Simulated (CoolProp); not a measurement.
The numbers come from the reference Helmholtz-energy equation of state, Penoncello 2003 in CoolProp.

Problem. Give the vapour pressure (MPa), liquid cp (kJ/(kg K)), vapour Z, surface tension (mN/m) of saturated CHF3 (R23) at 230, 249.5 K.

Solution. 
```csv
T (K),p (MPa),liquid cp (kJ/(kg K)),vapour Z,surface tension (mN/m)
230,0.628,1.35,0.862,9.71
249.5,1.24,1.48,0.784,6.37
```

Surface tension comes from a separate correlation (Mulero 2012).
